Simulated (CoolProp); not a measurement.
Decamethylcyclopentasiloxane (D5) along the isobar 12.6 bar: fugacity coefficient from the reference equation and from simpler models built on Tc = 618.3 K, pc = 10.78 bar, ω = 0.631; each cubic takes its own stable root.

The numbers come from the reference Helmholtz-energy equation of state, Thol 2019 in CoolProp.

| T (K) | phase | reference |
|---|---|---|
| 426.8 | liquid | 0.01879 |
| 454.4 | liquid | 0.04181 |
| 482 | liquid | 0.08118 |
| 509.6 | liquid | 0.1411 |
| 537.2 | liquid | 0.2238 |
| 564.8 | liquid | 0.3286 |
| 592.4 | liquid | 0.4508 |
| 620 | supercritical | 0.5795 |

Problem. How far does each simpler model (van der Waals, Peng-Robinson) lie from the reference over these 8 states: mean and median of the absolute difference, and the worst?

Solution. 
- van der Waals: mean 233.2 %, median 119.1 %, worst +839.9 % at 426.8 K and 12.6 bar
- Peng-Robinson: mean 0.8 %, median 0.3 %, worst +3.9 % at 426.8 K and 12.6 bar
